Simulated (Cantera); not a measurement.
# Silicon nitride deposition: SiHCl₃ + N₂

Input: 1 mol SiHCl₃, 96 mol N₂, equilibrated at 93000 Pa.

Method: chemical equilibrium by Gibbs-energy minimisation in Cantera with the NASA 1993 tables (ideal gas, pure condensed phases). Candidate condensed phases: NH₄Cl, Si, Si₃N₄; 28 gas species. N₂ is the only nitrogen source here; it is nearly inert below about 1500 K, so the nitride shown seldom forms there in practice. The tables' values for SiCl₃ are old estimates; treat these amounts as uncertain. Rates play no part.

```tsv
T (K)	x N₂	x HCl	x SiCl₂	x SiCl₄	n Si₃N₄(s)
748	0.985	0.00828	<1e-12	0.00565	0.150
848	0.985	0.00870	3.57e-11	0.00555	0.154
948	0.985	0.00897	2.45e-9	0.00548	0.156
1048	0.985	0.00916	7.41e-8	0.00542	0.157
1148	0.985	0.00929	1.22e-6	0.00537	0.158
1248	0.985	0.00939	1.27e-5	0.00529	0.158
1348	0.985	0.00945	9.10e-5	0.00507	0.156
1448	0.984	0.00947	0.000474	0.00452	0.146
1548	0.984	0.00941	0.00179	0.00334	0.119
1648	0.982	0.00917	0.00461	0.00167	0.0679
1748	0.981	0.00860	0.00781	0.000490	0.0145
1848	0.980	0.00861	0.00892	0.000194	0
```
x: gas mole fraction; n: condensed amount in mol.

From 748 K to 1748 K the condensed part is Si₃N₄(s). At 1848 K nothing is condensed. The main Si-bearing gas is SiCl₄ at 748 K and SiCl₂ at 1848 K.
